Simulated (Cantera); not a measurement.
Feed: 1 mol SiHCl₃, 0.37 mol HCl, 39 mol H₂, equilibrated at 1523 K and 10.0 Torr.

Cantera equilibrium calculation (NASA polynomials, part measured and part estimated; ideal gas, pure solids and liquids). Candidate condensed phases: Si; 19 gas species. The tables' values for SiCl₃ are old estimates; treat these amounts as uncertain. Rates play no part.

Base state: H₂ 0.930, HCl 0.0576, SiCl₂ 0.0116, H 0.000193, SiCl₃ 0.000173, SiHCl₃ 1.39e-5 (mole fractions); condensed: Si(s).

### Question
What changes in the equilibrium state with this change: temperature from 1523 K to 1200 K?

### Answer
| species | before | after |
|---|---|---|
| H₂ | 0.930 | 0.936 |
| HCl | 0.0576 | 0.0529 |
| SiCl₂ | 0.0116 | 0.00705 |
| SiCl₄ | 7.65e-6 | 0.00199 |
| H | 0.000193 | 1.65e-6 |
| SiHCl₃ | 1.39e-5 | 0.000960 |
| Si(s), mol | 0.510 | 0.533 |
